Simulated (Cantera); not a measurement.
A perfectly stirred reactor is fed with 5.76 % CO, 0.914 % O2, 1.92 % H2O, 91.4 % N2, equivalence ratio 3.1, at 1.40 bar; it is held at 1475 K, and followed from long to short residence time.

Detailed kinetics in Cantera: GRI-Mech 3.0 (53 species, 325 reactions).

One state of this run: x CO = 0.0331; x O2 = 1.99e-5; x H2O = 0.0127; x H2O2 = 1.34e-9; x O = 2.03e-6; x HO2 = 8.19e-9. x: mole fraction; the columns are a selection and need not sum to one.

### Question
Which value of τ (s) does it belong to?
(A) 0.0049
(B) 0.15
(C) 0.00088
(D) 4.5

### Answer
B, 0.15
